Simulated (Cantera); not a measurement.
A closed system holds: 1 mol SiC, 0.22 mol N₂O, 3.3 mol H₂, equilibrated at 1800 K and 15.0 mbar.

Equilibrium computed with Cantera from the NASA thermochemical tables; the gas is ideal and each condensed phase is pure. Candidate condensed phases: C, C₆H₆, C₇H₈, C₈H₁₈, H₂O, Si, SiC, SiO₂, Si₂N₂O, Si₃N₄; 151 gas species. Rates play no part.

Base state: H₂ 0.880, N₂ 0.0587, SiO 0.0294, CO 0.0294, H 0.00274, HCN 0.000104, Si 6.84e-5 (mole fractions); condensed: SiC(s).

Task: What changes in the equilibrium state with this change: temperature from 1800 K to 1448 K?

Result: 
| species | before | after |
|---|---|---|
| H₂ | 0.880 | 0.918 |
| N₂ | 0.0587 | 0.0407 |
| CO | 0.0294 | 0.0407 |
| SiO | 0.0294 | 6.83e-5 |
| Si | 6.84e-5 | 1.19e-9 |
| CH₄ | 6.65e-7 | 4.07e-5 |
| H | 0.00274 | 7.21e-5 |
| HCN | 0.000104 | 0.000135 |
| SiC(s), mol | 0.890 | 0.853 |
| Si₂N₂O(s), mol | 0 | 0.0734 |
Mutual solubility and eutectic melting of coexisting phases are not modelled.
